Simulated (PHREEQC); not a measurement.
Consider water at 25 °C with 5.5 mol/kgw NaOH, 0.0076 mol/kgw Na2B4O7 and 0.33 mol/kgw KBr. Closed to the air; pH follows from the charge balance.

The numbers come from PHREEQC with the Pitzer model, pitzer.dat.

### Question
The ionic strength comes out as 5.84 mol/kgw. What activity coefficients do Na+, OH-, B(OH)4-, Br-, K+ get?

### Answer
Na+ 0.94, OH- 1.6, B(OH)4- 0.40, Br- 0.45, K+ 1.4. Single-ion values are on the MacInnes scale.

This is a speciation only: nothing precipitates in the calculation. Species that the database lacks are ignored. In brines, pH and single-ion activities rest on the MacInnes convention.
